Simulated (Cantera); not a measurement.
A closed system holds: 1 mol AlN, 0.021 mol C, 0.23 mol N2, held at 1575 K and 0.133 bar.

Method: chemical equilibrium by Gibbs-energy minimisation in Cantera with the NASA 1993 tables (ideal gas, pure condensed phases). Candidate condensed phases: Al, AlN, C; 16 gas species. Equilibrium is a limit: real reactors are often held back by kinetics, nucleation or transport.

Base state: N2 1.00 (mole fractions); condensed: AlN(s) + C(graphite).

Problem. What changes in the equilibrium state with this change: AlN replaced by Si3N4?

Solution. 
```
species           before   after
----------------  ------  ------
N2                  1.00    1.00
AlN(s), mol         1.00       0
C(graphite), mol  0.0210       0
SiC(s), mol            0  0.0210
Si3N4(s), mol          0   0.993
```
Mutual solubility and eutectic melting of coexisting phases are not modelled. Further candidate phases: Si, SiC, Si3N4.
